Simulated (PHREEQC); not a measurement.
Consider water at 25 °C with 0.006 mol K2CO3, 0.0021 mol K2SO4 and 0.0011 mol KH2PO4 per kg of water. Closed to the air; pH follows from the charge balance.

Equilibrium calculation in PHREEQC: ion-association model, phreeqc.dat.

This is a speciation only: nothing precipitates in the calculation.

**Question.** Order these P species by the share of P that they hold, largest first: HPO4-2, PO4-3, KHPO4-.

**Answer.** HPO4-2 (95 %), PO4-3 (3.6 %), KHPO4- (1.7 %)

The pH is 10.58 and the ionic strength 0.0247 mol/kgw.
